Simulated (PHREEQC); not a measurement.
## Nickel, zinc or cadmium bath (model solution)

A solution holds 0.46 mol NiSO4, 0.19 mol KCl and 0.033 mol NiCl2 per kg of water, at 25 °C. Closed to the air; pH follows from the charge balance.

Model: ion-association model, wateq4f.dat, run in PHREEQC.

This is a speciation only: nothing precipitates in the calculation.

What pH, ionic strength, activity of water does the model give?

pH 5.83; ionic strength 0.905 mol/kgw; activity of water 0.982.

In which forms is Ni present?

NiSO4 55 %, Ni+2 37 %, NiCl+ 5.6 %, NiCl2 1.7 % of the Ni.

Ionic strength above about 0.7 mol/kgw puts this run outside the model's range.
